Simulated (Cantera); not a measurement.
Standard-state values (1 bar) from the NASA 1993 polynomials, evaluated with Cantera. Values are per mole of reaction as written; species without (g) are pure solids or liquids, kept so even where they would boil at 1 bar. The tables' values for SiF2 are old estimates.

C + F2(g) = CF2(g), with ΔH° = -182.0 kJ and ΔS° = 32.3 J/K at 300 K.

### Question
How far is the shortcut ΔG° ≈ ΔH°(300 K) − T·ΔS°(300 K) from the full temperature-dependent value at 1723, 1748, 1773, 1798, 1823, 1848 K?

### Answer
| T (K) | shortcut (kJ) | full (kJ) | difference (kJ) | difference in log10 K |
|---|---|---|---|---|
| 1723 | -237.7 | -233.1 | -4.5 | 0.14 |
| 1748 | -238.5 | -233.8 | -4.7 | 0.14 |
| 1773 | -239.3 | -234.4 | -4.9 | 0.14 |
| 1798 | -240.1 | -235.1 | -5.0 | 0.15 |
| 1823 | -240.9 | -235.7 | -5.2 | 0.15 |
| 1848 | -241.7 | -236.3 | -5.4 | 0.15 |
The shortcut ignores the heat-capacity change of the reaction.
